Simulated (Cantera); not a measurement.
Input (Python, Cantera) and output of one run.

```python
import numpy as np
import cantera as ct

gas_names = """
    CL CLO CL2 H HCL HOCL HO2 H2 H2O H2O2 O OH O2 O3 Ti TiCL TiCL2 TiCL3 TiCL4 TiO TiOCL TiOCL2 TiO2
""".split()
cond_names = """
    H2O(s) H2O(L) Ti(a) Ti(b) Ti(L) TiCL2(s) TiCL3(s) TiCL4(L) TiO(a) TiO(b) TiO(L) TiO2(ru) TiO2(L)
    Ti2O3(a) Ti2O3(b) Ti2O3(L) Ti3O5(a) Ti3O5(b) Ti3O5(L) Ti4O7(s) Ti4O7(L)
""".split()


# ... load() reads the species with a 1 bar reference pressure and builds the phases ...
atoms = {
    'TiCl4': {'Ti': 1, 'CL': 4},
    'H2O': {'H': 2, 'O': 1},
}
top_T = {'TiCL2(s)': 1300, 'TiCL3(s)': 1000}  # K; cautious upper limits of use, not melting points


# ... equilibrate(T, P, feed) seeds the gas with the atoms and calls Mixture.equilibrate('TP', solver="vcs", rtol=1e-11, max_steps=5000) ...
results = []
feed = {'TiCl4': 1, 'H2O': 28}  # mol
P = 270  # Pa
for T in [1350, 1425, 1500, 1575, 1650, 1725, 1800, 1875, 1950]:
    mix = equilibrate(T, P, feed)
    results.append((T, P, feed, dict(zip(mix.species_names, mix.species_moles))))

top = {s: max(r[3][s] / sum(r[3][g] for g in gas_names) for r in results) for s in gas_names}
cols = sorted((s for s in top if top[s] > 1e-06), key=lambda s: -top[s])[:6]
seen = [c for c in cond_names if any(r[3].get(c, 0) > 1e-12 for r in results)]
print("log10 of partial pressures in bar; condensed amounts in mol")
print(f"{'T/K':>10s}" + "".join(f"{s[:9]:>10s}" for s in cols + seen))
for T, P, feed, n in results:
    ng = sum(n[g] for g in gas_names)
    print(f"{T:10.4g}" + "".join(f"{np.log10(max(n[s] / ng * P / 1e5, 1e-99)):10.3f}" for s in cols)
          + "".join(f"{n.get(c, 0):10.4g}" for c in seen))
```

Output:

```
log10 of partial pressures in bar; condensed amounts in mol
       T/K       H2O       HCL        H2        CL        O2        OH  TiO2(ru)
      1350    -2.631    -3.445    -6.029    -6.132    -6.585    -7.029         1
      1425    -2.631    -3.446    -5.698    -5.850    -6.230    -6.609         1
      1500    -2.632    -3.447    -5.399    -5.596    -5.913    -6.231         1
      1575    -2.633    -3.450    -5.127    -5.368    -5.628    -5.890         1
      1650    -2.634    -3.454    -4.880    -5.161    -5.370    -5.581         1
      1725    -2.637    -3.459    -4.654    -4.974    -5.136    -5.300         1
      1800    -2.641    -3.467    -4.449    -4.805    -4.923    -5.043         1
      1875    -2.648    -3.479    -4.261    -4.652    -4.729    -4.809    0.9998
      1950    -2.657    -3.494    -4.090    -4.515    -4.552    -4.595     0.999
```

Equilibrium computed with Cantera from the NASA thermochemical tables; the gas is ideal and each condensed phase is pure.
